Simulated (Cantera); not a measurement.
A closed system holds: 1 mol Si, 1.4 mol HBr, 59 mol N2, at 1298.15 K and 0.00860 bar.

Method: chemical equilibrium by Gibbs-energy minimisation in Cantera with the NASA 1993 tables (ideal gas, pure condensed phases). Candidate condensed phases: Br2, Si, Si3N4; 28 gas species. N2 is the only nitrogen source here; it is nearly inert below about 1500 K, so the nitride shown seldom forms there in practice. The tables' values for SiBr3 are old estimates; treat these amounts as uncertain. Kinetics and transport are ignored.

Base state: N2 0.976, HBr 0.0199, H2 0.00177, Br 0.00133, SiBr2 0.000628, SiBr4 0.000200, SiBr3 5.46e-5 (mole fractions); condensed: Si3N4(s).

Question: What changes in the equilibrium state with this change: pressure from 0.00860 bar to 0.00133 bar?

Answer: 
```csv
species,before,after
N2,0.976,0.975
HBr,0.0199,0.0182
H2,0.00177,0.00262
Br,0.00133,0.00253
SiBr2,0.000628,0.00123
SiBr4,0.000200,3.44e-5
SiBr3,5.46e-5,3.18e-5
"Si3N4(s), mol",0.316,0.307
```

Question: What changes in the equilibrium state with this change: temperature from 1298.15 K to 1348 K?

Answer: 
| species | before | after |
|---|---|---|
| N2 | 0.976 | 0.976 |
| HBr | 0.0199 | 0.0188 |
| H2 | 0.00177 | 0.00229 |
| Br | 0.00133 | 0.00187 |
| SiBr2 | 0.000628 | 0.00109 |
| SiBr4 | 0.000200 | 9.37e-5 |
| SiBr3 | 5.46e-5 | 5.50e-5 |
| Si3N4(s), mol | 0.316 | 0.309 |

Question: What changes in the equilibrium state with this change: HBr from 1.4 to 11 mol?

Answer: 
```json
[
 {"species": "N2", "before": "0.976", "after": "0.845"},
 {"species": "HBr", "before": "0.0199", "after": "0.127"},
 {"species": "H2", "before": "0.00177", "after": "0.0155"},
 {"species": "SiBr4", "before": "0.000200", "after": "0.00490"},
 {"species": "SiHBr3", "before": "4.91e-7", "after": "1.64e-5"},
 {"species": "SiBr3", "before": "5.46e-5", "after": "0.000617"},
 {"species": "SiBr2", "before": "0.000628", "after": "0.00326"},
 {"species": "Br", "before": "0.00133", "after": "0.00288"},
 {"species": "Si3N4(s), mol", "before": "0.316", "after": "0.130"}
]
```
